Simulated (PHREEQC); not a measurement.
City or well water (model solution)

Model water analysis in mg/L, 60 °C, pH 6.82, pe 10.4:

```json
[
 {"constituent": "Na", "mg/L": "59.4"},
 {"constituent": "K", "mg/L": "70.5"},
 {"constituent": "Ca", "mg/L": "5.25"},
 {"constituent": "Mg", "mg/L": "2.26"},
 {"constituent": "Cl", "mg/L": "53.4"},
 {"constituent": "S(6) as SO4", "mg/L": "79.2"},
 {"constituent": "Alkalinity as HCO3", "mg/L": "98"},
 {"constituent": "Cu(2)", "mg/L": "0.547"},
 {"constituent": "Cd", "mg/L": "10.6"},
 {"constituent": "Si as SiO2", "mg/L": "0.0377"}
]
```

Valence states are taken as typed.

Computed with PHREEQC (ion-association model, wateq4f.dat).

This is a speciation only: nothing precipitates in the calculation.

Q: What charge-balance error does the model give?

A: charge-balance error 2.9 %.

Q: In which forms is Cu present?

A: CuCO3 52 %, Cu+2 19 %, Cu(OH)2 13 %, CuHCO3+ 11 %, Cu2(OH)2+2 2.0 %, CuSO4 1.9 % of the Cu.

The solution is supersaturated, for example in Otavite, Malachite, so a real one may precipitate; this is no full list. Away from 25 °C the constants follow the database's enthalpies or fits; those with neither stay at their 25 °C values. The database's constant for dissolved Cu(OH)2 is higher than later reviews accept.
